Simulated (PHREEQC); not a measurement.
A solution holds 110 mmol/kgw HCl, 0.15 mmol/kgw FeCl3 and 0.19 mmol/kgw CuCl2, at 25 °C. It is in equilibrium with CO2 at log p = -3.4 (atm). Otherwise closed; pH follows from the charge balance.

The numbers come from PHREEQC with the ion-association model, phreeqc.dat.

| quantity | before | after |
|---|---|---|
| pH | 1.04 | 1.33 |
| FeCl+2 (mol/kgw) | 7.32e-5 | 2.82e-5 |
| Fe+3 (mol/kgw) | 6.18e-5 | 4.08e-5 |
| FeCl2+ (mol/kgw) | 1.29e-5 | 3.09e-6 |
| FeOH+2 (mol/kgw) | 2.05e-6 | 2.88e-6 |
| FeCl3 (mol/kgw) | 8.18e-8 | 1.12e-8 |
| SI of Goethite (FeOOH) | -0.85 | -0.04 |

Problem. What was changed between the two runs?
(A) CuCl2 left out
(B) 0.014 mol/kgw LiOH added
(C) diluted 5-fold with water
(D) diluted 2-fold with water
(E) HCl from 0.11 to 0.011 mol/kgw

Solution. D, diluted 2-fold with water

This is a speciation only: nothing precipitates in the calculation. Some of these states are supersaturated (in Hematite (slow to form), for instance).
